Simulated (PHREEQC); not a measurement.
NaOH is added in steps, without added water, to 1 kg of water holding 30 mmol/kgw CuCl2, 0.35 mmol/kgw H2SO4 and 0.4 mmol/kgw KCl, at 25 °C. Oxygen is held at 0.21 atm. CO2 from the air is kept out. Only these solids could form: Cu(OH)2, Brochantite, Antlerite, Atacamite, Halite, Mirabilite, Chalcanthite.

Base run: PHREEQC, ion-association model, wateq4f.dat. Each further column changes one thing. The table gives pH.

```tsv
NaOH added (mol)	base	all activity coefficients set to 1	metal-ligand complexes left out	Debye-Hückel limiting law
0	3.24	3.16	3.24	3.31
0.01275	4.27	4.02	4.25	4.41
0.02125	4.35	[?]	4.34	4.48
0.034	4.56	4.34	4.54	4.67
0.04675	8.52	[?]	8.52	8.50
0.05525	8.59	[?]	8.59	8.56
0.068	11.76	[?]	11.76	11.73
```

Question: Complete the blanks.

Answer: 
- 0.02125, all activity coefficients set to 1: 4.11
- 0.04675, all activity coefficients set to 1: 8.61
- 0.05525, all activity coefficients set to 1: 8.68
- 0.068, all activity coefficients set to 1: 11.86

The database's constant for dissolved Cu(OH)2 is higher than later reviews accept.
